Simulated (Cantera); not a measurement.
Input (Python, Cantera):

```python
import numpy as np
import cantera as ct

gas = ct.Solution("gri30.yaml")
gas.TPX = 1173, 150000, {'N2O': 1, 'O2': 0.58}
reactor = ct.IdealGasConstPressureReactor(gas, energy="off", clone=False)
net = ct.ReactorNet([reactor])
net.rtol, net.atol = 1e-08, 1e-18
show = ['N2O', 'O2', 'NO', 'NO2', 'O']
times = np.geomspace(0.0001, 100, 14)

steps = ct.SolutionArray(gas, extra=["t"])
rows = []
print(f"{'t/s':>10s}{'T/K':>9s}{'P/Pa':>11s}" + "".join(f"{s:>11s}" for s in show))
for t in times:
    while net.time < t:
        t_next = net.step()
        steps.append(gas.state, t=t_next)
    rows.append([np.interp(t, steps.t, y) for y in (steps.T, steps.P, *steps(*show).X.T)])
    print(f"{t:10.3e}{rows[-1][0]:9.1f}{rows[-1][1]:11.4g}" + "".join(f"{x:11.3e}" for x in rows[-1][2:]))
rate = np.gradient(steps.T, steps.t)
print("integrator steps:", len(steps.t))
if steps.T.max() > steps.T[0] + 200:
    print(f"time of steepest temperature rise: {steps.t[rate.argmax()]:.4e} s")
gas.TPX = 1173, 150000, {'N2O': 1, 'O2': 0.58}
gas.equilibrate("TP")
print(f"equilibrium (TP): T = {gas.T:.1f} K  " + "  ".join(f"{s} {gas[s].X[0]:.3e}" for s in show))
```

It prints:

```
       t/s      T/K       P/Pa        N2O         O2         NO        NO2          O
 1.000e-04   1173.0    1.5e+05  6.329e-01  3.671e-01  2.783e-06  1.679e-10  1.089e-06
 2.894e-04   1173.0    1.5e+05  6.328e-01  3.671e-01  8.442e-06  1.539e-09  1.089e-06
 8.377e-04   1173.0    1.5e+05  6.326e-01  3.672e-01  2.481e-05  1.316e-08  1.088e-06
 2.424e-03   1173.0    1.5e+05  6.319e-01  3.673e-01  7.205e-05  1.071e-07  1.088e-06
 7.017e-03   1173.0    1.5e+05  6.300e-01  3.677e-01  2.079e-04  8.050e-07  1.086e-06
 2.031e-02   1173.0    1.5e+05  6.245e-01  3.688e-01  5.947e-04  5.075e-06  1.081e-06
 5.878e-02   1173.0    1.5e+05  6.091e-01  3.720e-01  1.673e-03  2.300e-05  1.062e-06
 1.701e-01   1173.0    1.5e+05  5.677e-01  3.805e-01  4.514e-03  7.420e-05  1.010e-06
 4.924e-01   1173.0    1.5e+05  4.696e-01  4.007e-01  1.091e-02  1.902e-04  8.825e-07
 1.425e+00   1173.0    1.5e+05  2.942e-01  4.378e-01  2.091e-02  3.734e-04  6.330e-07
 4.125e+00   1173.0    1.5e+05  1.047e-01  4.795e-01  2.827e-02  5.202e-04  2.924e-07
 1.194e+01   1173.0    1.5e+05  1.122e-02  5.015e-01  2.914e-02  6.449e-04  4.453e-08
 3.455e+01   1173.0    1.5e+05  3.609e-05  5.041e-01  2.864e-02  1.039e-03  8.258e-09
 1.000e+02   1173.0    1.5e+05  2.158e-07  5.041e-01  2.862e-02  1.045e-03  8.153e-09
integrator steps: 1123
equilibrium (TP): T = 1173.0 K  N2O 1.333e-08  O2 5.191e-01  NO 1.955e-04  NO2 7.243e-06  O 8.273e-09
```

Detailed kinetics in Cantera: GRI-Mech 3.0 (53 species, 325 reactions). GRI-Mech 3.0 was tuned for natural gas; its chemistry of N2O as a main component is partial and can be far from experiment. The mechanism lacks the step 2 NO + O2 → 2 NO2, which can matter for NO2 below about 1400 K. The temperature is held fixed by assumption; the heat of reaction is taken as removed at once.
